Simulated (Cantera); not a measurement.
Charge: 1 mol NF₃, 0.0064 mol SO₂, 0.11 mol H₂, equilibrated at 2225 K and 0.100 bar.

Method: chemical equilibrium by Gibbs-energy minimisation in Cantera with the NASA 1993 tables (ideal gas, pure condensed phases). Candidate condensed phases: H₂O, H₂SO₄, S; 62 gas species. The tables' values for SOF₂, SF₃ are old estimates; treat these amounts as uncertain. The numbers say what is thermodynamically allowed, not how fast it happens.

Base state: F 0.792, N₂ 0.143, HF 0.0628, SO₂ 0.000763, SF₂ 0.000613, O₂ 0.000611, NO 0.000307, SOF₂ 0.000253 (mole fractions); condensed: gas only.

Q: What changes in the equilibrium state with this change: H₂ from 0.11 to 2.8 mol?

A: 
| species | before | after |
|---|---|---|
| HF | 0.0628 | 0.621 |
| H₂ | <1e-9 | 0.261 |
| N₂ | 0.143 | 0.104 |
| F | 0.792 | 2.33e-5 |
| H | 3.11e-8 | 0.0105 |
| H₂O | <1e-9 | 0.00262 |
| SF₂ | 0.000613 | <1e-9 |
| SH | <1e-9 | 0.000528 |
| O₂ | 0.000611 | 1.78e-9 |
